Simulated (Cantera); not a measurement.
## Adiabatic ignition

An adiabatic, constant-volume homogeneous reactor starts with 1.70 % CO, 0.0526 % H2, 1.42 % CH4, 7.45 % O2, 89.4 % N2, at 998 K and 610000 Pa.

Computed with Cantera and GRI-Mech 3.0 (53 species, 325 reactions). Below about 1000 K GRI-Mech 3.0 lacks low-temperature oxidation paths.

```json
[
 {"t (s)": "2.00e-6", "T (K)": "998", "P (bar)": "6.10", "x CO": "0.0170", "x H2": "0.000526", "x CH4": "0.0142", "x CH2CO": "<1e-12", "x H2O": "2.76e-12"},
 {"t (s)": "6.19e-6", "T (K)": "998", "P (bar)": "6.10", "x CO": "0.0170", "x H2": "0.000526", "x CH4": "0.0142", "x CH2CO": "<1e-12", "x H2O": "2.43e-11"},
 {"t (s)": "1.92e-5", "T (K)": "998", "P (bar)": "6.10", "x CO": "0.0170", "x H2": "0.000526", "x CH4": "0.0142", "x CH2CO": "<1e-12", "x H2O": "1.14e-10"},
 {"t (s)": "5.93e-5", "T (K)": "998", "P (bar)": "6.10", "x CO": "0.0170", "x H2": "0.000526", "x CH4": "0.0142", "x CH2CO": "<1e-12", "x H2O": "4.12e-10"},
 {"t (s)": "0.000184", "T (K)": "998", "P (bar)": "6.10", "x CO": "0.0170", "x H2": "0.000526", "x CH4": "0.0142", "x CH2CO": "<1e-12", "x H2O": "1.48e-9"},
 {"t (s)": "0.000568", "T (K)": "998", "P (bar)": "6.10", "x CO": "0.0170", "x H2": "0.000526", "x CH4": "0.0142", "x CH2CO": "<1e-12", "x H2O": "6.31e-9"},
 {"t (s)": "0.00176", "T (K)": "998", "P (bar)": "6.10", "x CO": "0.0170", "x H2": "0.000526", "x CH4": "0.0142", "x CH2CO": "<1e-12", "x H2O": "3.80e-8"},
 {"t (s)": "0.00545", "T (K)": "998", "P (bar)": "6.10", "x CO": "0.0170", "x H2": "0.000526", "x CH4": "0.0142", "x CH2CO": "2.47e-12", "x H2O": "3.53e-7"},
 {"t (s)": "0.0169", "T (K)": "998", "P (bar)": "6.10", "x CO": "0.0170", "x H2": "0.000525", "x CH4": "0.0142", "x CH2CO": "2.95e-11", "x H2O": "3.51e-6"},
 {"t (s)": "0.0522", "T (K)": "998", "P (bar)": "6.10", "x CO": "0.0169", "x H2": "0.000521", "x CH4": "0.0142", "x CH2CO": "1.89e-10", "x H2O": "1.97e-5"},
 {"t (s)": "0.162", "T (K)": "1000", "P (bar)": "6.11", "x CO": "0.0169", "x H2": "0.000504", "x CH4": "0.0141", "x CH2CO": "2.68e-9", "x H2O": "0.000128"},
 {"t (s)": "0.500", "T (K)": "1609", "P (bar)": "9.75", "x CO": "1.17e-6", "x H2": "3.57e-7", "x CH4": "<1e-12", "x CH2CO": "<1e-12", "x H2O": "0.0293"}
]
```
x: mole fraction; the columns are a selection and need not sum to one.

- time of steepest temperature rise: 0.263 s
- temperature at 0.500 s: 1609 K
- equilibrium temperature: 1606 K
- x(CO) at 0.500 s: 1.17e-6 (gas-phase equilibrium 1.13e-6)
- x(H2) at 0.500 s: 3.57e-7 (gas-phase equilibrium 3.48e-7)
- x(CH4) at 0.500 s: <1e-12 (gas-phase equilibrium <1e-12)
